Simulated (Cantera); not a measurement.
Pyrogenic steam for wet oxidation

An isothermal, constant-pressure homogeneous reactor starts with 5.59 % H2, 17.5 % O2, 76.9 % N2, equivalence ratio 0.16, at 900 K and 750 Torr.

Detailed kinetics in Cantera: the H2/O2 subset of GRI-Mech 3.0, which has no nitrogen chemistry. Below about 950 K walls govern HO2 and H2O2 in real vessels. The temperature is held fixed by assumption; the heat of reaction is taken as removed at once.

```csv
t (s),x H2,x O2,x H2O,x OH,x H2O2,x HO2
0.000100,0.0559,0.175,2.64e-11,<1e-12,<1e-12,8.80e-11
0.000528,0.0559,0.175,1.97e-10,<1e-12,1.55e-12,5.48e-10
0.00278,0.0559,0.175,1.15e-9,<1e-12,4.61e-11,3.03e-9
0.0147,0.0559,0.175,7.73e-9,<1e-12,1.34e-9,1.76e-8
0.0775,0.0559,0.175,1.55e-7,7.70e-12,5.68e-8,1.93e-7
0.409,0.0557,0.175,0.000189,3.84e-9,5.49e-5,9.89e-6
2.16,0.0154,0.157,0.0413,7.07e-8,0.000377,2.12e-5
11.4,0.000177,0.151,0.0574,1.42e-8,1.01e-6,1.00e-6
60.0,1.17e-5,0.151,0.0575,1.97e-9,8.76e-9,9.21e-8
```
x: mole fraction; the columns are a selection and need not sum to one.

Equilibrium at this temperature and pressure: H2 <1e-12, O2 0.151, H2O 0.0576, OH 9.19e-9, H2O2 1.52e-11, HO2 9.34e-11 (gas phase only).
